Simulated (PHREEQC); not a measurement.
# Copper plating or etch bath (model solution)

Make-up at 25 °C: 0.0039 mol/kgw Cu(NO3)2, 0.085 mol/kgw H2SO4 and 0.0013 mol/kgw KCl. Closed to the air; pH follows from the charge balance.

Model: ion-association model, phreeqc.dat, run in PHREEQC.

Each row changes one thing in this solution. This is a speciation only: nothing precipitates in the calculation.

```tsv
case	pH	ionic strength (mol/kgw)	HSO4- (mol/kgw)	SO4-2 (mol/kgw)
as made	1.07	0.132	0.0658	0.0180
Cu(NO3)2 replaced by Al(NO3)3 at the same molality	[?]	0.131	0.0640	0.0172
KCl left out	1.07	0.130	0.0658	0.0180
Cu(NO3)2 from 0.0039 to 0.039 mol/kgw	[?]	0.220	0.0581	0.0177
H2SO4 replaced by NaHSO4 at the same molality	1.49	0.163	0.0448	[?]
Cu(NO3)2 left out	1.07	0.122	0.0669	[?]
```

Q: Fill in the missing entries.

A: 
- Cu(NO3)2 replaced by Al(NO3)3 at the same molality, pH: 1.06
- Cu(NO3)2 from 0.0039 to 0.039 mol/kgw, pH: 1.05
- H2SO4 replaced by NaHSO4 at the same molality, SO4-2 (mol/kgw): 0.0341
- Cu(NO3)2 left out, SO4-2 (mol/kgw): 0.0181
